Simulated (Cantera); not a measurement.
A Cantera script and what it prints.

```python
import numpy as np
import cantera as ct

gas_names = """
    C CH CH2 CH3 CH2OH CH3O CH4 CH3OH CO CO2 COOH C2 C2H CHCO,ketyl C2H2,acetylene C2H2,vinylidene
    CH2CO,ketene C2H3,vinyl CH3CO,acetyl C2H4 C2H4O,ethylen CH3CHO,ethanal CH3COOH (HCOOH)2 C2H5 C2H6
    CH3OCH3 C2H5OH C2O C3 C3H3,propargyl C3H4,allene C3H4,propyne C3H4,cyclo- C3H5,allyl C3H6,propylene
    C3H6,cyclo- C3H6O C3H7,n-propyl C3H7,i-propyl C3H8 C3H8O,1propanol C3H8O,2propanol C3O2 C4 C4H2
    C4H4,1,3-cyclo- C4H6,butadiene C4H6,2-butyne C4H6,cyclo- C4H8,1-butene C4H8,cis2-buten
    C4H8,tr2-butene C4H8,isobutene C4H8,cyclo- (CH3COOH)2 C4H9,n-butyl C4H9,i-butyl C4H9,s-butyl
    C4H9,t-butyl C4H10,isobutane C4H10,n-butane C5 C5H6,1,3cyclo- C5H8,cyclo- C5H10,1-pentene
    C5H10,cyclo- C5H11,pentyl C5H11,t-pentyl C5H12,n-pentane C5H12,i-pentane CH3C(CH3)2CH3 C6H2
    C6H5,phenyl C6H5O,phenoxy C6H6 C6H5OH,phenol C6H10,cyclo- C6H12,1-hexene C6H12,cyclo- C6H13,n-hexyl
    C7H7,benzyl C7H8 C7H8O,cresol C7H14,1-heptene C7H15,n-heptyl C7H16,n-heptane C8H8,styrene
    C8H10,ethylbenz C8H16,1-octene C8H17,n-octyl C8H18,isooctane C8H18,n-octane C9H19,n-nonyl
    C10H8,naphthale C10H21,n-decyl C12H9,o-bipheny C12H10,bipheny H HCO HO2 H2 HCHO,formaldehy HCOOH H2O
    H2O2 O OH O2 O3 Si SiC SiC2 SiC4H12 SiH SiH2 SiH3 SiH4 SiO SiO2 Si2 Si2C Si3
""".split()
cond_names = """
    C(gr) C6H6(L) C7H8(L) C8H18(L),n-octa H2O(s) H2O(L) Si(cr) Si(L) SiC(b) SiO2(Lqz) SiO2(hqz) SiO2(L)
""".split()


def load(file, names, dense=False):
    # The tables refer to 1 bar. Condensed volumes are neglected.
    table = {s.name: s for s in ct.Species.list_from_file(file)}
    out = []
    for n in names:
        d = dict(table[n].input_data)
        d["thermo"] = dict(d["thermo"], **{"reference-pressure": 1e5})
        if dense:
            d["equation-of-state"] = {"model": "constant-volume", "density": "1e6 g/cm^3"}
        out.append(ct.Species.from_dict(d))
    return out


gas = ct.Solution(thermo="ideal-gas", species=load("nasa_gas.yaml", gas_names))
cond = {s.name: ct.Solution(thermo="fixed-stoichiometry", species=[s], name=s.name)
        for s in load("nasa_condensed.yaml", cond_names, dense=True)}
atoms = {
    'SiO2': {'Si': 1, 'O': 2},
    'CO': {'C': 1, 'O': 1},
    'CH4': {'C': 1, 'H': 4},
}
top_T = {'C(gr)': 4500, 'SiC(b)': 3050}  # K; cautious upper limits of use, not melting points


def equilibrate(T, P, feed):
    n = {}
    for name, mol in feed.items():
        for a, k in atoms[name].items():
            n[a] = n.get(a, 0.0) + k * mol
    gas.TPX = T, P, n
    mass = sum(n.values()) * gas.mean_molecular_weight
    gas.equilibrate("TP")
    valid = [c for c in cond.values() if c.min_temp <= T <= top_T.get(c.name, c.max_temp)]
    mix = ct.Mixture([(gas, mass / gas.mean_molecular_weight)] + [(c, 0.0) for c in valid])
    mix.T, mix.P = T, P
    mix.equilibrate("TP", solver="vcs", rtol=1e-11, max_steps=5000)
    return mix


results = []
feed = {'SiO2': 1, 'CO': 0.87, 'CH4': 5.2}  # mol
T = 1923.15  # K
P = 101325  # Pa
mix = equilibrate(T, P, feed)
results.append((T, P, feed, dict(zip(mix.species_names, mix.species_moles))))
x = sorted(zip(gas.X, gas.species_names), reverse=True)
print(f"T = {T:g} K  P = {P:g} Pa  gas = {mix.phase_moles(0):.4g} mol")
print("   x: " + "  ".join(f"{s} {v:.3e}" for v, s in x if v > 0.001))
print("   condensed (mol): " + ("  ".join(f"{mix.phase(i).name} {mix.phase_moles(i):.4g}"
      for i in range(1, mix.n_phases) if mix.phase_moles(i) > 1e-12) or "none"))
```

It prints:

```
T = 1923.15 K  P = 101325 Pa  gas = 13.27 mol
   x: H2 7.822e-01  CO 2.146e-01  SiO 1.660e-03
   condensed (mol): C(gr) 2.231  SiC(b) 0.9779
```

Method: chemical equilibrium by Gibbs-energy minimisation in Cantera with the NASA 1993 tables (ideal gas, pure condensed phases).
